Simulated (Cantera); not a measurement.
Charge: 1 mol Cu, 12 mol CO, 4 mol H₂, equilibrated at 875 °C and 4580 Torr.

Equilibrium computed with Cantera from the NASA thermochemical tables; the gas is ideal and each condensed phase is pure. Candidate condensed phases: C, C₆H₆, C₇H₈, C₈H₁₈, Cu, CuO, Cu(OH)₂, Cu₂O, H₂O; 113 gas species. Equilibrium is a limit: real reactors are often held back by kinetics, nucleation or transport.

Base state: CO 0.625, H₂ 0.229, CO₂ 0.0966, H₂O 0.0419, CH₄ 0.00762 (mole fractions); condensed: C(graphite) + Cu(s).

**Question.** What changes in the equilibrium state with this change: temperature from 875 °C to 900 °C?

**Answer.** 
```
species            before    after
----------------  -------  -------
CO                  0.625    0.655
H₂                  0.229    0.232
CO₂                0.0966   0.0731
H₂O                0.0419   0.0330
CH₄               0.00762  0.00641
C(graphite), mol     1.83     1.43
Cu(s), mol           1.00     1.00
```

**Question.** What changes in the equilibrium state with this change: temperature from 875 °C to 1625 °C?

**Answer.** 
```
species            before     after
----------------  -------  --------
CO                  0.625     0.750
H₂                  0.229     0.249
Cu                  <1e-9  0.000260
CO₂                0.0966  0.000156
H₂O                0.0419  0.000218
H                 1.39e-8  0.000158
C₂H₂ (acetylene)  8.54e-9   8.31e-5
CH₄               0.00762  0.000202
C(graphite), mol     1.83         0
Cu(s), mol           1.00         0
Cu(l), mol              0     0.996
```

**Question.** What changes in the equilibrium state with this change: CO from 12 to 0.73 mol?

**Answer.** 
```json
[
 {"species": "H₂", "before": "0.229", "after": "0.784"},
 {"species": "CO", "before": "0.625", "after": "0.113"},
 {"species": "CH₄", "before": "0.00762", "after": "0.0511"},
 {"species": "CO₂", "before": "0.0966", "after": "0.00557"},
 {"species": "H₂O", "before": "0.0419", "after": "0.0455"},
 {"species": "C(graphite), mol", "before": "1.83", "after": "0"},
 {"species": "Cu(s), mol", "before": "1.00", "after": "1.00"}
]
```
